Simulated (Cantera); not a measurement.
A freely propagating, adiabatic, planar premixed flame of 44.4 % H₂, 11.1 % O₂, 41.7 % N₂, 2.80 % H₂O, unburnt at 425 K and 0.138 atm; mixture-averaged transport, grid criteria slope 0.08 and curve 0.16, no radiation.

Computed with Cantera and the H2/O2 subset of GRI-Mech 3.0, which has no nitrogen chemistry. Burning velocities carry a grid error of a few per cent, more on coarse grids.

Question: Predict: laminar burning velocity; thermal thickness; peak x(H); peak x(HO₂); peak x(O).

Answer: 
```
Item                         Value
------------------------  --------
laminar burning velocity  391 cm/s
thermal thickness          5.12 mm
peak x(H)                    0.109
peak x(HO₂)               0.000101
peak x(O)                  0.00399
```
